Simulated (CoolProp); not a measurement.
Values from CoolProp's reference Helmholtz-energy equation of state, Thol 2018.

Q: For hydrogen chloride, give the phase and the cp (kJ/(kg K)) at 577.8 K and 40900 kPa; 344.2 K and 74 kPa; 476.6 K and 55.8 kPa.

A: 
- 577.8 K and 40900 kPa: supercritical; cp 1.22
- 344.2 K and 74 kPa: gas; cp 0.803
- 476.6 K and 55.8 kPa: gas; cp 0.803
